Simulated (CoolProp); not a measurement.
Vapour-liquid equilibrium of cyclohexane (1) + n-nonane (2) at 0.635 bar; x and y are mole fractions of (1).

Values from CoolProp's multi-fluid Helmholtz-energy mixture model, Zhou 2014 and Lemmon 2006; pair parameters Bell 2016.

| x | bubble temperature (K) | y at the bubble point | dew temperature at overall composition x (K) | liquid density (mol/L) |
|---|---|---|---|---|
| 0.05 | 398.9 | 0.250 | 405.6 | 5.022 |
| 0.2 | 380.8 | 0.641 | 400.7 | 5.480 |
| 0.35 | 368.5 | 0.808 | 395.0 | ___ |
| 0.5 | 359.3 | 0.895 | ___ | 6.469 |
| 0.65 | 351.8 | 0.946 | 380.2 | 7.045 |
| 0.8 | 345.6 | 0.977 | ___ | 7.698 |
| 0.95 | 340.6 | 0.996 | 351.1 | 8.449 |

Q: Complete the blanks.

A: 
- 0.35, liquid density (mol/L): 5.954
- 0.5, dew temperature at overall composition x (K): 388.4
- 0.8, dew temperature at overall composition x (K): 369.2

No azeotrope shows between x = 0.05 and 0.95.

The pair parameters rest on a limited set of measurements; away from them the model extrapolates.
